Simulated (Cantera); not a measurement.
# Ignition delay

Mixture: CH₄ : O₂ : N₂ = 1 : 1.18 : 4.42 (molar parts), equivalence ratio 1.7, at 760 Torr, adiabatic and at constant pressure. Ignition delay is the time to a rise of 400 K.

Detailed kinetics in Cantera: GRI-Mech 3.0 (53 species, 325 reactions).

```
T0 (K)  delay (ms)
------  ----------
1075           409
1150           126
1225          42.5
1300          15.5
1375          6.02
1450          2.50
1525          1.12
1600         0.545
```

```json
{
 "apparent activation energy between 1450 and 1600 K": "200 kJ/mol"
}
```
